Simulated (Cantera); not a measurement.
# Equilibrium for metals in furnace atmospheres: Fe + NH3 + H2 + SO2

A closed system holds: 1 mol Fe, 0.68 mol NH3, 6.5 mol H2, 0.012 mol SO2, equilibrated at 5.50 bar.

Method: chemical equilibrium by Gibbs-energy minimisation in Cantera with the NASA 1993 tables (ideal gas, pure condensed phases). Candidate condensed phases: Fe, FeO, Fe(OH)2, Fe(OH)3, FeS, FeSO4, FeS2, Fe2O3, Fe2(SO4)3, Fe3O4, H2O, H2SO4, S; 38 gas species. FeS: taken at fixed stoichiometry. Condensed phases not in the tables: Fe4N. The numbers say what is thermodynamically allowed, not how fast it happens.

```csv
T (°C),x H2,x N2,x NH3,x H2O,x H2S,x H,x SH,n Fe(α),n FeS(s),n Fe(γ),n Fe(δ)
525,0.952,0.0418,0.00319,0.00306,0.000143,1.11e-12,2.54e-12,0.989,0.0109,0,0
625,0.953,0.0427,0.00130,0.00306,0.000429,4.55e-11,1.20e-10,0.991,0.00863,0,0
725,0.952,0.0430,0.000625,0.00306,0.00103,8.95e-10,2.61e-9,0.996,0.00390,0,0
825,0.952,0.0431,0.000341,0.00305,0.00153,1.03e-8,2.36e-8,1.00,0,0,0
925,0.952,0.0432,0.000205,0.00305,0.00153,7.91e-8,1.06e-7,0,0,1.00,0
1025,0.952,0.0432,0.000133,0.00305,0.00153,4.46e-7,3.80e-7,0,0,1.00,0
1125,0.952,0.0432,9.15e-5,0.00305,0.00153,1.97e-6,1.13e-6,0,0,1.00,0
1225,0.952,0.0432,6.62e-5,0.00305,0.00152,7.15e-6,2.92e-6,0,0,1.00,0
1325,0.952,0.0432,4.99e-5,0.00305,0.00152,2.21e-5,6.66e-6,0,0,1.000,0
1425,0.952,0.0432,3.89e-5,0.00305,0.00151,6.02e-5,1.38e-5,0,0,0,1.000
```
x: gas mole fraction; n: condensed amount in mol.

From 525 °C to 725 °C the condensed part is Fe(α) + FeS(s). At 825 °C the condensed part is Fe(α). From 925 °C to 1325 °C the condensed part is Fe(γ). At 1425 °C the condensed part is Fe(δ).
